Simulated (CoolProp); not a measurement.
A single-stage vapour-compression cycle with propylene: evaporating at 215.15 K (dew point), condensing at 236.15 K (bubble point), superheat 2 K, subcooling 2 K, compressor efficiency 0.6, no pressure losses. Each further row changes one setting.

Computed with CoolProp (reference Helmholtz-energy equation of state, Lemmon 2013).

```
case                              cooling COP  pressure ratio  discharge temperature (K)  refrigerating effect (kJ/kg)  volumetric capacity (kJ/m³)
--------------------------------  -----------  --------------  -------------------------  ----------------------------  ---------------------------
as stated                                5.75            2.60                      271.9                           411                          605
evaporating temperature 220.15 K         7.85            2.03                      263.1                           417                          770
condensing temperature 231.15 K          7.67            2.11                      259.9                           422                          621
subcooling 7 K                           5.90            2.60                      271.9                           422                          621
superheat 12 K                           5.66            2.60                      282.9                           424                          594
compressor efficiency 0.5                4.79            2.60                      281.5                           411                          605
```
